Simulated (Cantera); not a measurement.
**Reactions in the system C-H-Ni-S**

Cantera with NASA thermochemical tables; ideal gases at 1 bar, condensed phases pure. Values are per mole of reaction as written; species without (g) are pure solids or liquids, kept so even where they would boil at 1 bar.

4 Ni + 2 CS2(g) + 6 H(g) = 4 NiS + C2H6(g)

| T (K) | ΔH° (kJ) | ΔS° (J/K) | ΔG° (kJ) | log10 K |
|---|---|---|---|---|
| 300 | -1977.3 | -843.1 | -1724.4 | 300.24 |
| 575 | -1996.2 | -888.4 | -1485.3 | 134.93 |
| 600 | -1997.8 | -891.2 | -1463.1 | 127.37 |
| 625 | -1999.6 | -894.0 | -1440.8 | 120.41 |
| 650 | -2001.3 | -896.8 | -1418.4 | 113.98 |
| 675 | -1977.0 | -859.5 | -1396.9 | 108.09 |
| 700 | -1978.2 | -861.3 | -1375.3 | 102.63 |
| 725 | -1979.2 | -862.6 | -1353.8 | 97.54 |
